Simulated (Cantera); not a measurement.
# N2O furnace oxynitridation

An isothermal, constant-pressure homogeneous reactor starts with N₂O : N₂ = 1 : 0.99 (molar parts), at 1448 K and 1.09 atm.

Cantera simulation using GRI-Mech 3.0 (53 species, 325 reactions); the numbers are that mechanism's predictions, not measurements. GRI-Mech 3.0 was tuned for natural gas; its chemistry of N2O as a main component is partial and can be far from experiment. The temperature is held fixed by assumption; the heat of reaction is taken as removed at once.

| t (s) | x N₂O | x NO | x NO₂ | x O₂ | x N₂ |
|---|---|---|---|---|---|
| 2.00e-5 | 0.502 | 5.15e-5 | 4.78e-9 | 9.07e-5 | 0.498 |
| 6.30e-5 | 0.501 | 0.000199 | 7.00e-8 | 0.000351 | 0.498 |
| 0.000198 | 0.499 | 0.000664 | 7.26e-7 | 0.00117 | 0.499 |
| 0.000625 | 0.491 | 0.00210 | 6.01e-6 | 0.00371 | 0.504 |
| 0.00197 | 0.466 | 0.00640 | 3.48e-5 | 0.0114 | 0.516 |
| 0.00620 | 0.398 | 0.0180 | 0.000127 | 0.0324 | 0.551 |
| 0.0195 | 0.255 | 0.0415 | 0.000315 | 0.0780 | 0.626 |
| 0.0615 | 0.0821 | 0.0647 | 0.000498 | 0.135 | 0.718 |
| 0.194 | 0.00663 | 0.0694 | 0.000492 | 0.163 | 0.760 |
| 0.610 | 1.02e-5 | 0.0693 | 0.000407 | 0.166 | 0.764 |
| 1.92 | 1.58e-6 | 0.0692 | 0.000406 | 0.166 | 0.765 |
| 6.05 | 1.57e-6 | 0.0690 | 0.000405 | 0.166 | 0.765 |
| 19.1 | 1.54e-6 | 0.0684 | 0.000402 | 0.166 | 0.765 |
| 60.0 | 1.46e-6 | 0.0664 | 0.000391 | 0.167 | 0.766 |
x: mole fraction; the columns are a selection and need not sum to one.

Equilibrium at this temperature and pressure: N₂O 6.12e-8, NO 0.000929, NO₂ 5.99e-6, O₂ 0.200, N₂ 0.799 (gas phase only).
